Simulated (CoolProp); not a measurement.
Values from CoolProp's reference Helmholtz-energy equation of state, Gedanitz 2015.

### Question
Give the vapour pressure (bar), liquid density (kg/m³), vapour density (kg/m³), liquid conductivity (mW/(m K)) of saturated cyclopentane at 91.45 °C.

### Answer
```
T (°C)  p (bar)  liquid density (kg/m³)  vapour density (kg/m³)  liquid conductivity (mW/(m K))
------  -------  ----------------------  ----------------------  ------------------------------
91.45      3.39                     670                    8.54                             103
```

Thermal conductivity comes from a separate model (Vassiliou 2015).
